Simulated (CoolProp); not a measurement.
Computed with CoolProp (reference Helmholtz-energy equation of state, Thol 2021).

### Question
Give the vapour pressure (MPa), liquid density (kg/m³), vapour density (kg/m³), enthalpy of vaporisation (kJ/kg) of saturated chlorine at 290.5, 334.9 K.

### Answer
```
T (K)  p (MPa)  liquid density (kg/m³)  vapour density (kg/m³)  enthalpy of vaporisation (kJ/kg)
-----  -------  ----------------------  ----------------------  --------------------------------
290.5    0.627                    1420                    20.3                               254
334.9     1.87                    1270                    59.1                               215
```
